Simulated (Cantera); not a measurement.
Feed: 1 mol SiF4, 13 mol H2O, 43 mol N2, equilibrated at 898 K and 100 Torr.

These are equilibrium values from Cantera (NASA tables, ideal gas, pure condensed phases), not measurements of a reactor. Candidate condensed phases: H2O, Si, SiO2, Si2N2O, Si3N4; 58 gas species. Equilibrium is a limit: real reactors are often held back by kinetics, nucleation or transport.

Q: What is the equilibrium state?

A: 
```json
{
  "x(N2)": "0.742",
  "x(H2O)": "0.192",
  "x(HF)": "0.0642",
  "x(SiF4)": "0.00122",
  "n(SiO2(β-quartz))": "0.929 mol",
  "gas_amount": "57.93 mol",
  "log10 activity of Si(s) (absent)": "-34.53"
}
```
